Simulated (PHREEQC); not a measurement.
Consider water at 20 °C with 3.2 mol HCl and 0.16 mol MgSO4 per kg of water. Closed to the air; pH follows from the charge balance.

Computed with PHREEQC (Pitzer model, pitzer.dat).

```json
[
 {"quantity": "pH", "before": "-1.08", "after": "6.89"},
 {"quantity": "ionic strength (mol/kgw)", "before": "3.60", "after": "0.640"}
]
```

Name the change that produced these shifts.
(A) MgSO4 from 0.16 to 0.032 mol/kgw
(B) MgSO4 from 0.16 to 0.016 mol/kgw
(C) HCl left out
(D) temperature from 20 to 50 °C
(E) 0.79 mol/kgw Na2SO4 added

C, HCl left out

No solid was allowed to form. In brines, pH and single-ion activities rest on the MacInnes convention.
